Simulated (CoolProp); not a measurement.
Diethyl ether along the isotherm 548 K: density (kg/m³) from the reference equation and from simpler models built on Tc = 467.9 K, pc = 3.717 MPa, ω = 0.282; each cubic takes its own stable root.

The numbers come from the reference Helmholtz-energy equation of state, Thol 2014 in CoolProp.

```csv
p (MPa),phase,reference
2.86,gas,55.67
5.72,supercritical,143.7
8.58,supercritical,265.6
11.4,supercritical,347.5
14.3,supercritical,393.5
17.2,supercritical,423.3
20,supercritical,444.6
22.9,supercritical,462.1
25.7,supercritical,476.2
28.6,supercritical,488.7
31.5,supercritical,499.7
34.3,supercritical,509.2
37.2,supercritical,518.0
```

**Question.** How far does each simpler model (van der Waals, Soave-Redlich-Kwong, Peng-Robinson) lie from the reference over these 13 states: mean and median of the absolute difference, and the worst?

**Answer.** 
- van der Waals: mean 15.8 %, median 19.2 %, worst -21.4 % at 548 K and 37.2 MPa
- Soave-Redlich-Kwong: mean 7.0 %, median 6.0 %, worst -13.0 % at 548 K and 11.4 MPa
- Peng-Robinson: mean 3.6 %, median 3.5 %, worst +6.5 % at 548 K and 37.2 MPa
